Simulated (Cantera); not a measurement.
Predominance diagram of Na at 900 K against the partial pressures of O2 and S2 (log10, bar). Cantera with NASA thermochemical tables; ideal gases at 1 bar, condensed phases pure. Candidates: Na(l), Na2O(s), Na2O2(s), Na2S(s), Na2SO4(s). Only these pure phases compete in this equilibrium. Not in the tables: pyrosulfates.

```
log p(S2) \ log p(O2)
        columns: -23, -22, -20.9, -19.9, -18.8, -17.8, -16.7, -15.7, -14.7, -13.6, -12.6, -11.5, -10.5, -9.4, -8.4, -7.3, -6.3, -5.3, -4.2, -3.2, -2.1, -1.1, 0, 1
      0  A A A B B B B C C C C C C C C C C C C C C C C C
   -1.4  A A A B B B B B C C C C C C C C C C C C C C C C
   -2.8  A A A B B B B B C C C C C C C C C C C C C C C C
   -4.2  A A A B B B B B B C C C C C C C C C C C C C C C
   -5.7  A A A B B B B B B B C C C C C C C C C C C C C C
   -7.1  A A A B B B B B B B C C C C C C C C C C C C C C
   -8.5  A A A B B B B B B B B C C C C C C C C C C C C C
   -9.9  A A A B B B B B B B B B C C C C C C C C C C C C
  -11.3  A A A B B B B B B B B B C C C C C C C C C C C C
  -12.8  A A A B B B B B B B B B B C C C C C C C C C C C
  -14.2  A A A B B B B B B B B B B B C C C C C C C C C C
  -15.6  A A A B B B B B B B B B B B B C C C C C C C C C
    -17  A A A B B B B B B B B B B B B C C C C C C C C C
```

A: Na2S(s); B: Na2SO4(s); C: out of reach (another gas would pass 10 bar, or a non-metal would condense).
